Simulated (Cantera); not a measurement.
Thermodynamics of chlorosilane synthesis and conversion, feed SiCl4 + H2

Input: 1 mol SiCl4, a varied amount of H2, at 0.100 bar.

Cantera equilibrium calculation (NASA polynomials, part measured and part estimated; ideal gas, pure solids and liquids). Candidate condensed phases: Si; 19 gas species. The tables' values for SiCl3 are old estimates. Equilibrium is a limit: real reactors are often held back by kinetics, nucleation or transport.

### Question
Map the stable condensed phases over T = 798, 898, 998, 1098, 1198, 1298, 1398, 1498, 1598, 1698 K and n(H2) in mol = 0.35, 0.52, 0.79, 1.2, 1.8, 2.7, 4.1, 6.1, 9.3.

### Answer
```
T in K \ n(H2) in mol
         0.35 0.52 0.79  1.2  1.8  2.7  4.1  6.1  9.3
   1698     A    A    A    A    A    A    A    A    A
   1598     A    A    A    A    A    A    A    A    A
   1498     A    A    A    A    A    A    A    A    A
   1398     A    A    A    A    A    A    A    A    A
   1298     A    A    A    A    A    A    A    A    B
   1198     A    A    A    A    A    A    A    B    B
   1098     A    A    A    A    A    A    A    A    B
    998     A    A    A    A    A    A    A    A    A
    898     A    A    A    A    A    A    A    A    A
    798     A    A    A    A    A    A    A    A    A
```
A: gas only; B: Si.
